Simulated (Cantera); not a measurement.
A closed system holds: 1 mol HF, 0.15 mol H2, 0.19 mol N2, 0.0052 mol SO2, at 2127 °C.

Cantera equilibrium calculation (NASA polynomials, part measured and part estimated; ideal gas, pure solids and liquids). Candidate condensed phases: H2O, H2SO4, S; 62 gas species. The ideal-gas law is rough above about 30 bar. The numbers say what is thermodynamically allowed, not how fast it happens.

Problem. At 300 bar, list the 7 most abundant gas species with their mole fractions, and the condensed phases.

Solution. HF 0.745, N2 0.142, H2 0.101, H2O 0.00776, H2S 0.00335, H2F2 0.00104, SH 0.000383. Condensed: gas only.
